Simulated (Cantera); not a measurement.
An isothermal, constant-pressure homogeneous reactor starts with H2 : O2 : N2 = 1.2 : 1 : 0.52 (molar parts), equivalence ratio 0.60, at 850 K and 0.210 bar. Integrator tolerance rtol = 1e-08.

Model: the H2/O2 subset of GRI-Mech 3.0, which has no nitrogen chemistry, integrated in Cantera. Below about 950 K walls govern HO2 and H2O2 in real vessels. The temperature is held fixed by assumption; the heat of reaction is taken as removed at once.

| quantity | before | after |
|---|---|---|
| x(H2) at 40.0 s | 0.0827 (gas-phase equilibrium 1.31e-12) | 2.05e-8 (gas-phase equilibrium 2.05e-8) |
| x(O2) at 40.0 s | 0.222 (gas-phase equilibrium 0.189) | 0.189 (gas-phase equilibrium 0.189) |
| x(HO2) at 40.0 s | 2.67e-5 (gas-phase equilibrium 8.24e-11) | 1.47e-8 (gas-phase equilibrium 1.47e-8) |
| x(OH) at 40.0 s | 2.02e-8 (gas-phase equilibrium 1.26e-8) | 7.06e-6 (gas-phase equilibrium 7.06e-6) |
| x(H2O2) at 40.0 s | 0.000833 (gas-phase equilibrium 3.33e-11) | 2.11e-9 (gas-phase equilibrium 2.11e-9) |
| x(H) at 40.0 s | 4.79e-8 (gas-phase equilibrium <1e-12) | 3.71e-11 (gas-phase equilibrium 3.71e-11) |
| x(H2O) at 40.0 s | 0.459 (gas-phase equilibrium 0.566) | 0.566 (gas-phase equilibrium 0.566) |

Question: Which change was made?
A) temperature 850 to 925 K
B) pressure from 0.210 bar to 0.660 bar
C) O2 1 to 0.11 parts
D) temperature 850 to 1173 K

Answer: D, temperature 850 to 1173 K
